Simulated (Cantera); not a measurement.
# Equilibrium for oxide etching and cleaning by halides: MgO + HCl + O2

Input: 1 mol MgO, a varied amount of HCl, 0.22 mol O2, held at 1023 K and 2.40 mbar.

Method: chemical equilibrium by Gibbs-energy minimisation in Cantera with the NASA 1993 tables (ideal gas, pure condensed phases). Candidate condensed phases: H2O, Mg, MgCl2, MgO, Mg(OH)2; 22 gas species. Rates play no part.

From 3.3 mol HCl to 55 mol HCl the condensed part is MgO(s). The main Mg-bearing gas is MgCl2 throughout.

| n(HCl) (mol) | log p HCl | log p H2O | log p Cl2 | log p O2 | log p MgCl2 | n MgO(s) |
|---|---|---|---|---|---|---|
| 3.3 | -2.68 | -3.95 | -3.96 | -4.01 | -5.98 | 0.998 |
| 4.3 | -2.67 | -3.98 | -3.99 | -4.17 | -5.93 | 0.998 |
| 5.5 | -2.67 | -4.01 | -4.03 | -4.34 | -5.88 | 0.997 |
| 7.1 | -2.66 | -4.05 | -4.07 | -4.53 | -5.83 | 0.996 |
| 9.2 | -2.65 | -4.10 | -4.12 | -4.75 | -5.77 | 0.993 |
| 12 | -2.65 | -4.16 | -4.18 | -5.01 | -5.70 | 0.990 |
| 15 | -2.64 | -4.21 | -4.24 | -5.26 | -5.64 | 0.985 |
| 20 | -2.64 | -4.29 | -4.34 | -5.62 | -5.54 | 0.976 |
| 26 | -2.64 | -4.38 | -4.43 | -6.00 | -5.45 | 0.962 |
| 33 | -2.63 | -4.45 | -4.53 | -6.35 | -5.37 | 0.942 |
| 43 | -2.63 | -4.53 | -4.64 | -6.74 | -5.29 | 0.908 |
| 55 | -2.63 | -4.60 | -4.75 | -7.10 | -5.22 | 0.861 |
log p: log10 of the partial pressure in bar; n: condensed amount in mol.
